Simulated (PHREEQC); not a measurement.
Model water analysis in mg/L, 20 °C, pH 6.03, pe 9.9: Na 0.301; K 0.401; Ca 1.23; Mg 2.22; Cl 3.21; S(6) as SO4 2.5; Alkalinity as HCO3 7.01; B 0.0344; Cu(2) 0.00378; Sr 0.238; Si as SiO2 0.0372; Ni 0.00195.

Valence states are taken as typed.

All values are PHREEQC results (ion-association model, wateq4f.dat), not measurements.

Each row changes one thing in this solution. Precipitation was switched off in this run.

| case | CO2 (mol/kgw) | HCO3- (mol/kgw) | MgHCO3+ (mol/kgw) | Cu+2 (mol/kgw) | CaHCO3+ (mol/kgw) | CO3-2 (mol/kgw) | SI of Quartz (SiO2) | SI of Tenorite (CuO) |
|---|---|---|---|---|---|---|---|---|
| as made | 0.000254 | 0.000116 | 1.10e-7 | 5.34e-8 | 3.77e-8 | 5.59e-9 | -2.15 | -3.06 |
| Alkalinity from 7.01 to 3.5 mg/L | 0.000128 | 5.82e-5 | 5.56e-8 | 5.53e-8 | 1.91e-8 | 2.81e-9 | -2.15 | -3.05 |
| Alkalinity from 7.01 to 21 mg/L | 0.000755 | 0.000345 | 3.23e-7 | 4.70e-8 | 1.11e-7 | 1.68e-8 | -2.15 | -3.12 |
| pH from 6.03 to 6.33 at the same alkalinity | 0.000127 | 0.000115 | 1.09e-7 | 4.90e-8 | 3.76e-8 | 1.11e-8 | -2.15 | -2.50 |
| temperature from 20 to 15 °C at the same typed pH | 0.000277 | 0.000116 | 1.09e-7 | 5.35e-8 | 3.40e-8 | 4.95e-9 | -2.08 | -3.26 |
